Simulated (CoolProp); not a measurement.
Saturation properties of n-perfluorobutane (Tc = 113.2 °C, pc = 2.322 MPa, ω = 0.372).

Values from CoolProp's reference Helmholtz-energy equation of state, Gao 2022.

| T (°C) | p (MPa) | liquid density (kg/m³) | vapour density (kg/m³) | enthalpy of vaporisation (kJ/kg) |
|---|---|---|---|---|
| 29.35 | 0.3065 | (withheld) | 32.53 | 86.46 |
| 33.05 | 0.3433 | 1463 | 36.37 | 85.00 |
| 36.85 | 0.3843 | 1448 | 40.69 | 83.46 |
| 40.65 | (withheld) | 1431 | 45.44 | 81.87 |
| 44.35 | 0.4761 | (withheld) | 50.50 | 80.27 |
| 48.15 | 0.5285 | 1398 | 56.19 | 78.57 |
| 51.85 | (withheld) | 1381 | 62.27 | 76.85 |
| 55.65 | 0.6443 | 1363 | 69.11 | 75.01 |
| 59.45 | 0.7097 | 1344 | 76.63 | (withheld) |
| 63.15 | 0.7782 | 1325 | 84.68 | 71.15 |
| 66.95 | 0.8535 | (withheld) | 93.81 | 69.05 |

**Question.** What belongs in the gaps?

**Answer.** 
- 29.35, liquid density (kg/m³): 1478
- 40.65, p (MPa): 0.4290
- 44.35, liquid density (kg/m³): 1415
- 51.85, p (MPa): 0.5834
- 59.45, enthalpy of vaporisation (kJ/kg): 73.10
- 66.95, liquid density (kg/m³): 1305

It boils at -2.0 °C under 1 atm.
